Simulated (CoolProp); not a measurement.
Vapour-liquid equilibrium of dimethyl carbonate (1) + n-heptane (2) at 378.6 K; x and y are mole fractions of (1).

Values from CoolProp's multi-fluid Helmholtz-energy mixture model, Zhou 2011 and Span 2003; pair parameters Bell 2016.

| x | bubble pressure (MPa) | y at the bubble point | dew pressure at overall composition x (MPa) | liquid density (mol/L) |
|---|---|---|---|---|
| 0.05 | … | 0.159 | 0.1293 | 6.183 |
| 0.2 | … | 0.402 | 0.1470 | … |
| 0.35 | 0.1934 | 0.511 | 0.1686 | … |
| 0.5 | 0.2002 | 0.577 | 0.1918 | 7.628 |
| 0.65 | 0.2016 | 0.631 | 0.2010 | 8.316 |
| 0.8 | 0.1971 | 0.705 | … | 9.153 |
| 0.95 | … | 0.875 | … | … |

Question: Some entries are withheld; supply them.

Answer: 
- 0.05, bubble pressure (MPa): 0.1419
- 0.2, bubble pressure (MPa): 0.1767
- 0.2, liquid density (mol/L): 6.585
- 0.35, liquid density (mol/L): 7.060
- 0.8, dew pressure at overall composition x (MPa): 0.1862
- 0.95, bubble pressure (MPa): 0.1766
- 0.95, dew pressure at overall composition x (MPa): 0.1673
- 0.95, liquid density (mol/L): 10.18

y crosses x between x = 0.5 and 0.65: the model has an azeotrope there.

Pair parameters are fitted to limited data, so mixtures are less certain than the pure fluids.
